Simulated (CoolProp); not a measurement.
Properties of propane along the isobar 5.83 MPa (Tc = 369.9 K, pc = 4.251 MPa, ω = 0.152).

Model: reference Helmholtz-energy equation of state, Lemmon 2009, in CoolProp.

```
T (K)   phase  density (kg/m³)  expansivity (1/kK)  conductivity (mW/(m K))
-----  ------  ---------------  ------------------  -----------------------
118.4  liquid            701.7               1.417               (withheld)
139.2  liquid       (withheld)               1.452                      187
160    liquid            660.5               1.506               (withheld)
180.8  liquid            639.7               1.580               (withheld)
201.7  liquid            618.3          (withheld)                      151
222.5  liquid            596.4               1.798                      138
243.3  liquid            573.6               1.960                      127
264.1  liquid            549.5          (withheld)                      115
284.9  liquid            523.6               2.485                      105
305.7  liquid       (withheld)               2.944                     95.6
326.5  liquid            462.3               3.703                     86.8
```

Problem. Complete the blanks.

Solution. 
- 118.4, conductivity (mW/(m K)): 197
- 139.2, density (kg/m³): 681.1
- 160, conductivity (mW/(m K)): 175
- 180.8, conductivity (mW/(m K)): 163
- 201.7, expansivity (1/kK): 1.675
- 264.1, expansivity (1/kK): 2.178
- 305.7, density (kg/m³): 495.0

Thermal conductivity comes from a separate model (Marsh 2002).
